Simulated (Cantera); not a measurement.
Feed: 1 mol Ta2O5, 1.1 mol CH4, 0.56 mol CO, held at 1423 K and 1.30 bar.

Equilibrium computed with Cantera from the NASA thermochemical tables; the gas is ideal and each condensed phase is pure. Candidate condensed phases: C, C6H6, C7H8, C8H18, H2O, Ta, TaC, Ta2O5; 113 gas species. Mutual solubility and eutectic melting of coexisting phases are not modelled. TaC: taken at fixed stoichiometry. Condensed phases not in the tables: Ta2C. Kinetics and transport are ignored.

Base state: H2 0.618, CO 0.378, H2O 0.00239, CH4 0.000741, CO2 0.000646 (mole fractions); condensed: TaC(s) + Ta2O5(s).

Question: What changes in the equilibrium state with this change: Ta2O5 replaced by CuO?

Answer: 
```tsv
species	before	after
H2	0.618	0.582
CO	0.378	0.415
CH4	0.000741	0.00168
H2O	0.00239	0.000969
CO2	0.000646	0.000304
TaC(s), mol	0.317	0
Ta2O5(s), mol	0.842	0
C(graphite), mol	0	0.0985
Cu(l), mol	0	1.000
```
Further candidate phases: Cu, CuO, Cu(OH)2, Cu2O.

Question: What changes in the equilibrium state with this change: pressure from 1.30 bar to 0.100 bar?

Answer: 
```csv
species,before,after
H2,0.618,0.620
CO,0.378,0.379
H2O,0.00239,0.00115
CH4,0.000741,9.19e-6
H,4.58e-6,1.65e-5
CO2,0.000646,0.000311
"TaC(s), mol",0.317,0.316
"Ta2O5(s), mol",0.842,0.842
```

Question: What changes in the equilibrium state with this change: temperature from 1423 K to 1798.15 K?

Answer: 
| species | before | after |
|---|---|---|
| H2 | 0.618 | 0.617 |
| CO | 0.378 | 0.378 |
| H2O | 0.00239 | 0.00392 |
| CH4 | 0.000741 | 8.54e-6 |
| H | 4.58e-6 | 0.000243 |
| CO2 | 0.000646 | 0.000629 |
| TaC(s), mol | 0.317 | 0.319 |
| Ta2O5(s), mol | 0.842 | 0.841 |
